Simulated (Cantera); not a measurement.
Input (Python, Cantera) and output of one run.

```python
import numpy as np
import cantera as ct

gas_names = """
    H HNO HNO2 HNO3 HO2 H2 H2O H2O2 N NH NH2 NH3 NH2OH NO NO2 NO3 N2 N2H2 N2H4 N2O O OH O2 O3 V VN VO
    VO2
""".split()
cond_names = """
    H2O(s) H2O(L) V(cr) V(L) VN(s) VO(s) VO(L) V2O3(s) V2O3(L) V2O4(I) V2O4(II) V2O4(L) V2O5(s) V2O5(L)
""".split()


def load(file, names, dense=False):
    # The tables refer to 1 bar. Condensed volumes are neglected.
    table = {s.name: s for s in ct.Species.list_from_file(file)}
    out = []
    for n in names:
        d = dict(table[n].input_data)
        d["thermo"] = dict(d["thermo"], **{"reference-pressure": 1e5})
        if dense:
            d["equation-of-state"] = {"model": "constant-volume", "density": "1e6 g/cm^3"}
        out.append(ct.Species.from_dict(d))
    return out


gas = ct.Solution(thermo="ideal-gas", species=load("nasa_gas.yaml", gas_names))
cond = {s.name: ct.Solution(thermo="fixed-stoichiometry", species=[s], name=s.name)
        for s in load("nasa_condensed.yaml", cond_names, dense=True)}
atoms = {
    'V2O3': {'V': 2, 'O': 3},
    'H2': {'H': 2},
    'N2': {'N': 2},
}
top_T = {'VN(s)': 2300}  # K; cautious upper limits of use, not melting points


def equilibrate(T, P, feed):
    n = {}
    for name, mol in feed.items():
        for a, k in atoms[name].items():
            n[a] = n.get(a, 0.0) + k * mol
    gas.TPX = T, P, n
    mass = sum(n.values()) * gas.mean_molecular_weight
    gas.equilibrate("TP")
    valid = [c for c in cond.values() if c.min_temp <= T <= top_T.get(c.name, c.max_temp)]
    mix = ct.Mixture([(gas, mass / gas.mean_molecular_weight)] + [(c, 0.0) for c in valid])
    mix.T, mix.P = T, P
    mix.equilibrate("TP", solver="vcs", rtol=1e-11, max_steps=5000)
    return mix


results = []
feed = {'V2O3': 1, 'H2': 73, 'N2': 4.5}  # mol
T = 1273  # K
for P in [10, 36, 130, 460, 1700, 6000, 22000, 77000, 280000, 1000000]:
    mix = equilibrate(T, P, feed)
    results.append((T, P, feed, dict(zip(mix.species_names, mix.species_moles))))

top = {s: max(r[3][s] / sum(r[3][g] for g in gas_names) for r in results) for s in gas_names}
cols = sorted((s for s in top if top[s] > 0.001), key=lambda s: -top[s])[:6]
seen = [c for c in cond_names if any(r[3].get(c, 0) > 1e-12 for r in results)]
print("log10 of partial pressures in bar; condensed amounts in mol")
print(f"{'P/Pa':>10s}" + "".join(f"{s[:9]:>10s}" for s in cols + seen))
for T, P, feed, n in results:
    ng = sum(n[g] for g in gas_names)
    print(f"{P:10.4g}" + "".join(f"{np.log10(max(n[s] / ng * P / 1e5, 1e-99)):10.3f}" for s in cols)
          + "".join(f"{n.get(c, 0):10.4g}" for c in seen))
```

Output:

```
log10 of partial pressures in bar; condensed amounts in mol
      P/Pa        H2        N2       H2O     VN(s)     VO(s)   V2O3(s)
        10    -4.026    -5.236    -7.111         0      0.12      0.94
        36    -3.470    -4.680    -6.555         0      0.12      0.94
       130    -2.912    -4.122    -5.997         0      0.12      0.94
       460    -2.364    -3.573    -5.448         0      0.12      0.94
      1700    -1.796    -3.008    -4.805   0.04758         0    0.9762
      6000    -1.248    -2.461    -4.075   0.07234         0    0.9638
   2.2e+04    -0.684    -1.899    -3.324    0.1113         0    0.9443
   7.7e+04    -0.141    -1.357    -2.600    0.1684         0    0.9158
   2.8e+05     0.420    -0.801    -1.854    0.2577         0    0.8712
     1e+06     0.972    -0.255    -1.120    0.3905         0    0.8047
```

These are equilibrium values from Cantera (NASA tables, ideal gas, pure condensed phases), not measurements of a reactor. Mutual solubility and eutectic melting of coexisting phases are not modelled. VN, VO: taken at fixed stoichiometry. Condensed phases not in the tables: the oxides between V2O3 and V2O5 other than VO2, solid solutions among these carbides, nitrides and lower oxides, V2N.
